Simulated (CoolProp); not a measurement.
Vapour-liquid equilibrium of octamethyltrisiloxane (MDM) (1) + octamethylcyclotetrasiloxane (D4) (2) at 0.0246 bar; x and y are mole fractions of (1).

The numbers come from the multi-fluid Helmholtz-energy mixture model, Thol 2017 and Thol 2015; pair parameters Bell 2016 in CoolProp.

### Question
Give the bubble temperature and the first vapour's composition at x = 0.05, 0.15, 0.55. Is there an azeotrope?

### Answer
x = 0.05: 70.4 °C, y = 0.133; x = 0.15: 67.4 °C, y = 0.335; x = 0.55: 58.9 °C, y = 0.771. No azeotrope shows between x = 0.05 and 0.95.

The pair parameters rest on a limited set of measurements; away from them the model extrapolates.
